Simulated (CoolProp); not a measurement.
Vapour-liquid equilibrium of carbon dioxide (1) + R143a (2) at 6.67 bar; x and y are mole fractions of (1).

Computed with CoolProp (multi-fluid Helmholtz-energy mixture model, Span 1996 and Lemmon and Jacobsen 2000; pair parameters Bell 2016).

```tsv
x	bubble temperature, mixture model (K)	bubble temperature, Raoult's law (K)	y, mixture model	y, Raoult's law
0.05	270.3	268.8	0.172	0.232
0.2	255.2	254.1	0.563	0.608
0.35	243.5	244.4	0.766	0.780
0.5	235.7	237.3	0.865	0.874
0.65	230.5	231.8	0.919	0.930
0.8	226.8	227.4	0.955	0.967
0.95	223.6	223.7	0.988	0.993
```

The largest gap from Raoult's law is -1.6 K in bubble temperature, at x = 0.5. No azeotrope shows between x = 0.05 and 0.95.

Pair parameters are fitted to limited data, so mixtures are less certain than the pure fluids. The gap from Raoult's law changes sign with composition, which may be real or a fault of the pair parameters; it wasn't checked against measurements.
